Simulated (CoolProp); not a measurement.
Saturated liquid density (kg/m³) of the fluoroketone C6F12O (FK-5-1-12): the reference equation beside estimates from Tc = 168.7 °C, pc = 18.69 bar, ω = 0.471. Rackett uses Z = 0.29056 − 0.08775 ω.

Computed with CoolProp (reference Helmholtz-energy equation of state, McLinden 2015).

```tsv
T (°C)	reference	Rackett	van der Waals	Soave-Redlich-Kwong	Peng-Robinson
71.45	1450	1589	848.3	1312	1487
73.85	1442	1579	843.1	1302	1477
76.25	1433	1569	837.8	1293	1466
78.75	1424	1558	832.2	1283	1455
81.15	1415	1547	826.8	1273	1444
83.55	1405	1537	821.3	1263	1432
85.95	1396	1526	815.7	1252	1421
88.45	1386	1515	809.8	1241	1408
90.85	1377	1503	804.1	1231	1396
93.25	1367	1492	798.2	1220	1384
95.65	1357	1481	792.2	1208	1371
98.15	1347	1469	785.9	1196	1358
100.55	1337	1457	779.7	1184	1344
```

Absolute difference from the reference over all 13 rows, mean and median: Rackett 9.3 and 9.3 %, van der Waals 41.6 and 41.6 %, Soave-Redlich-Kwong 10.4 and 10.3 %, Peng-Robinson 1.7 and 1.8 %.
